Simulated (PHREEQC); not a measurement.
Model water analysis in mg/L, 20 °C, pH 6.12, pe 2.2:

```json
[
 {"constituent": "Na", "mg/L": "0.106"},
 {"constituent": "K", "mg/L": "0.0309"},
 {"constituent": "Ca", "mg/L": "0.0172"},
 {"constituent": "Mg", "mg/L": "0.00518"},
 {"constituent": "Cl", "mg/L": "0.0484"},
 {"constituent": "S(6) as SO4", "mg/L": "0.19"},
 {"constituent": "Alkalinity as HCO3", "mg/L": "0.0909"},
 {"constituent": "Mn(2)", "mg/L": "5.74e-05"},
 {"constituent": "Ba", "mg/L": "0.00099"},
 {"constituent": "Br", "mg/L": "0.00131"},
 {"constituent": "B", "mg/L": "0.00232"}
]
```

Valence states are taken as typed.

Equilibrium calculation in PHREEQC: ion-association model, phreeqc.dat.

Each row changes one thing in this solution. Precipitation was switched off in this run.

```csv
case,CO2 (mol/kgw),HCO3- (mol/kgw),H2BO3- (mol/kgw),CaSO4 (mol/kgw),HSO4- (mol/kgw),CO3-2 (mol/kgw),SI of Gypsum (CaSO4:2H2O),SI of Rhodochrosite (MnCO3)
as made,4.08e-6,2.24e-6,1.49e-10,1.41e-10,1.30e-10,1.26e-10,-7.50,-7.78
temperature from 20 to 55 °C at the same typed pH,3.15e-6,2.15e-6,2.69e-10,1.79e-10,2.97e-10,2.00e-10,-7.45,-7.47
pH from 6.12 to 6.42 at the same alkalinity,1.69e-6,1.85e-6,2.97e-10,1.41e-10,6.50e-11,2.07e-10,-7.50,-7.56
Cl from 0.0484 to 0.145 mg/L,4.08e-6,2.24e-6,1.49e-10,1.41e-10,1.29e-10,1.26e-10,-7.50,-7.78
K from 0.0309 to 0.0927 mg/L,4.08e-6,2.24e-6,1.49e-10,1.41e-10,1.30e-10,1.26e-10,-7.50,-7.78
```

Complexes and solids missing from the database can't appear. At this temperature some constants are extrapolated from 25 °C, and those without enthalpy data are left unchanged.
